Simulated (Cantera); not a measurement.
## Dilute partial oxidation

An isothermal, constant-pressure homogeneous reactor starts with 0.298 % CH₂O, 0.318 % O₂, 99.4 % N₂, equivalence ratio 0.94, at 1200 K and 3830 Torr.

Computed with Cantera and GRI-Mech 3.0 (53 species, 325 reactions).

```tsv
t (s)	x CH₂O	x O₂	x CH₄	x O	x CH₃
2.00e-6	0.00298	0.00318	<1e-12	3.28e-11	<1e-12
1.42e-5	0.00298	0.00318	<1e-12	1.11e-10	<1e-12
0.000100	0.00298	0.00318	<1e-12	5.04e-10	<1e-12
0.000711	0.00139	0.00289	5.15e-9	1.78e-7	1.24e-9
0.00504	1.12e-11	0.00101	1.81e-11	6.63e-6	<1e-12
0.0357	<1e-12	0.000382	<1e-12	1.31e-6	<1e-12
0.253	<1e-12	0.000204	<1e-12	4.01e-8	<1e-12
1.79	<1e-12	0.000199	<1e-12	2.21e-9	<1e-12
12.7	<1e-12	0.000199	<1e-12	1.95e-10	<1e-12
90.0	<1e-12	0.000199	<1e-12	1.57e-10	<1e-12
```
x: mole fraction; the columns are a selection and need not sum to one.

Equilibrium at this temperature and pressure: CH₂O <1e-12, O₂ 0.000195, CH₄ <1e-12, O 1.56e-10, CH₃ <1e-12 (gas phase only).
